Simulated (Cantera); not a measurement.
**Transport properties of process gases**

Gas mixture: 100 % CO, at 0.760 bar, frozen composition.

Cantera's kinetic-theory transport with the Lennard-Jones parameters of GRI-Mech 3.0, ideal gas; thermal conductivity in the multicomponent form.

```csv
T (K),ρ (kg/m³),cp (J/kg/K),μ (µPa s),λ (mW/m/K),Pr,D (cm²/s) CH3,D (cm²/s) NO,D (cm²/s) CO2
400,0.640,1049,22.0,31.9,0.722,0.495,0.448,0.352
650,0.394,1098,30.7,47.0,0.718,1.14,1.02,0.826
900,0.284,1164,38.1,61.9,0.716,1.98,1.77,1.44
1150,0.223,1211,44.7,75.7,0.715,2.98,2.66,2.18
1400,0.183,1246,50.8,88.6,0.714,4.14,3.69,3.03
1650,0.155,1271,56.5,101,0.714,5.44,4.84,3.98
1900,0.135,1289,61.9,112,0.713,6.87,6.12,5.03
2150,0.119,1301,67.0,122,0.713,8.44,7.51,6.18
```
D: mixture-averaged diffusion coefficient of that species in the mixture.
